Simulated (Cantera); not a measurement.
## Fluorocarbon and chlorocarbon gases: c-C4F8 + HCl

Feed: 1 mol c-C4F8, a varied amount of HCl, equilibrated at 1550 K and 1.33 mbar.

Cantera equilibrium calculation (NASA polynomials, part measured and part estimated; ideal gas, pure solids and liquids). Candidate condensed phases: C, C6H6, C7H8, C8H18; 118 gas species. The feed counts by its element totals alone. Gases not in the tables: C2F6 and larger saturated fluorocarbons. The numbers say what is thermodynamically allowed, not how fast it happens.

```tsv
n(HCl) (mol)	log p CF4	log p HF	log p Cl	log p Cl2	log p HCl	log p CF2	n C(graphite)
0.15	-2.94	-4.06	-4.07	-5.96	-6.36	-5.52	2.03
0.17	-2.95	-4.01	-4.03	-5.87	-6.26	-5.53	2.04
0.19	-2.95	-3.97	-3.98	-5.79	-6.18	-5.53	2.04
0.21	-2.96	-3.93	-3.95	-5.71	-6.10	-5.54	2.05
0.23	-2.97	-3.90	-3.92	-5.65	-6.03	-5.54	2.05
0.26	-2.98	-3.85	-3.87	-5.57	-5.95	-5.55	2.06
0.3	-2.99	-3.80	-3.83	-5.47	-5.84	-5.55	2.07
0.33	-3.00	-3.77	-3.80	-5.41	-5.78	-5.56	2.08
0.37	-3.02	-3.73	-3.76	-5.33	-5.70	-5.56	2.09
0.42	-3.03	-3.69	-3.72	-5.26	-5.62	-5.57	2.10
0.47	-3.05	-3.66	-3.69	-5.19	-5.54	-5.58	2.11
0.53	-3.07	-3.62	-3.65	-5.12	-5.47	-5.59	2.13
0.6	-3.09	-3.58	-3.62	-5.05	-5.39	-5.60	2.14
```
log p: log10 of the partial pressure in bar; n: condensed amount in mol.

From 0.15 mol HCl to 0.6 mol HCl the condensed part is C(graphite). The main C-bearing gas is CF4 throughout. The share of C in condensed phases is highest at 0.6 mol HCl (53.6 %) and lowest at 0.15 mol HCl (50.9 %).
